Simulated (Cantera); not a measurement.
Cantera with NASA thermochemical tables; ideal gases at 1 bar, condensed phases pure. Values are per mole of reaction as written; species without (g) are pure solids or liquids, kept so even where they would boil at 1 bar.

3 TiO₂ + N₂O(g) → Ti₃O₅ + 2 NO(g), with ΔH° = 476.0 kJ and ΔS° = 180.0 J/K at 300 K.

Q: How far is the shortcut ΔG° ≈ ΔH°(300 K) − T·ΔS°(300 K) from the full temperature-dependent value at 1000, 1025, 1050, 1075, 1100, 1125 K?

A: 
```json
[
 {"T (K)": "1000", "shortcut (kJ)": "296.1", "full (kJ)": "278.2", "difference (kJ)": "17.9", "difference in log10 K": "-0.94"},
 {"T (K)": "1025", "shortcut (kJ)": "291.6", "full (kJ)": "272.9", "difference (kJ)": "18.6", "difference in log10 K": "-0.95"},
 {"T (K)": "1050", "shortcut (kJ)": "287.1", "full (kJ)": "267.7", "difference (kJ)": "19.4", "difference in log10 K": "-0.96"},
 {"T (K)": "1075", "shortcut (kJ)": "282.6", "full (kJ)": "262.4", "difference (kJ)": "20.1", "difference in log10 K": "-0.98"},
 {"T (K)": "1100", "shortcut (kJ)": "278.1", "full (kJ)": "257.2", "difference (kJ)": "20.9", "difference in log10 K": "-0.99"},
 {"T (K)": "1125", "shortcut (kJ)": "273.6", "full (kJ)": "251.9", "difference (kJ)": "21.6", "difference in log10 K": "-1.00"}
]
```
The shortcut ignores the heat-capacity change of the reaction.
